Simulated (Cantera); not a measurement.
A perfectly stirred reactor is fed with H2 : O2 = 0.034 : 1 (molar parts), equivalence ratio 0.017, at 20.0 Torr; it is held at 950 K, and followed from long to short residence time.

Model: the H2/O2 subset of GRI-Mech 3.0, which has no nitrogen chemistry, integrated in Cantera. Radical loss at walls, strong at low pressure, is not modelled.

One state of this run: x H2 = 0.00305; x O2 = 0.964; x H2O2 = 3.56e-7; x OH = 0.000683; x HO2 = 1.10e-5; x H = 0.000697; x H2O = 0.0296. x: mole fraction; the columns are a selection and need not sum to one.

Question: Which value of τ (s) does it belong to?
A. 2.2
B. 0.0096
C. 0.029
D. 0.74

Answer: C, 0.029
